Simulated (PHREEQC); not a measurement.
Dissolve 18 mmol/kgw CdSO4, 1.4 mmol/kgw KCl and 15 mmol/kgw H2SO4 at 25 °C. Closed to the air; pH follows from the charge balance.

All values are PHREEQC results (ion-association model, wateq4f.dat), not measurements.

Question: The ionic strength comes out as 0.0646 mol/kgw. What activity coefficients do KSO4-, SO4-2, Cd+2, HSO4-, H+ get?

Answer: KSO4- 0.81, SO4-2 0.43, Cd+2 0.42, HSO4- 0.81, H+ 0.84.

Precipitation was switched off in this run.
